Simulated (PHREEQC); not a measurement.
Make-up at 25 °C: 0.025 mol FeCl3, 0.00013 mol ZnCl2, 0.0032 mol NaH2PO4 and 0.0001 mol Na2SO4 per kg of water. Closed to the air; pH follows from the charge balance.

All values are PHREEQC results (ion-association model, wateq4f.dat), not measurements.

| Property | Result |
|---|---|
| pH | 2.15 |
| ionic strength | 0.118 mol/kgw |
| total alkalinity | -50.0 meq/kg |

| species | molality | activity | log γ |
|---|---|---|---|
| Cl- | 0.0687 | 0.0516 | -0.124 |
| H+ | 0.00859 | 0.00703 | -0.087 |
| Fe+3 | 0.00747 | 0.00123 | -0.783 |
| FeCl+2 | 0.00539 | 0.00192 | -0.449 |
| Na+ | 0.00340 | 0.00263 | -0.112 |
| FeH2PO4+2 | 0.00319 | 0.00117 | -0.436 |
| FeOH+2 | 0.00317 | 0.00113 | -0.449 |
| Fe2(OH)2+4 | 0.00216 | 3.42e-5 | -1.799 |
| FeCl2+ | 0.000574 | 0.000443 | -0.112 |
| Fe3(OH)4+5 | 0.000246 | 3.79e-7 | -2.812 |
| Zn+2 | 0.000121 | 4.62e-5 | -0.418 |
| FeSO4+ | 7.96e-5 | 6.15e-5 | -0.112 |
| Fe(OH)2+ | 6.81e-5 | 5.30e-5 | -0.109 |
| SO4-2 | 1.29e-5 | 4.55e-6 | -0.453 |
| ZnCl+ | 8.48e-6 | 6.42e-6 | -0.121 |

This is a speciation only: nothing precipitates in the calculation. The solution is supersaturated, for example in Strengite, Hematite (slow to form), so a real one may precipitate; this is no full list. Complexes and solids missing from the database can't appear. H3PO4, which wateq4f.dat lacks, is added to it with the constant of phreeqc.dat. The database has no phosphate complexes of Zn.
